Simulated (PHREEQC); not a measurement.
**Hard or scaling water: an equilibrium model**

Solution (20 °C): 0.00085 mol CaSO4 and 0.000155 mol NaHCO3 per kg of water. Closed to the air; pH follows from the charge balance.

The numbers come from PHREEQC with the ion-association model, wateq4f.dat.

```yaml
pH: 8.11
ionic_strength: 0.00327 mol/kgw
total_alkalinity: 0.155 meq/kg
```

```csv
species,molality,activity,log γ
SO4-2,0.000779,0.000610,-0.106
Ca+2,0.000777,0.000610,-0.105
Na+,0.000154,0.000145,-0.027
HCO3-,0.000150,0.000141,-0.026
CaSO4,7.08e-5,7.09e-5,0.000
CO2,2.63e-6,2.63e-6,0.000
CaHCO3+,1.07e-6,1.01e-6,-0.026
CO3-2,9.75e-7,7.65e-7,-0.105
OH-,9.32e-7,8.76e-7,-0.027
```

Precipitation was switched off in this run.
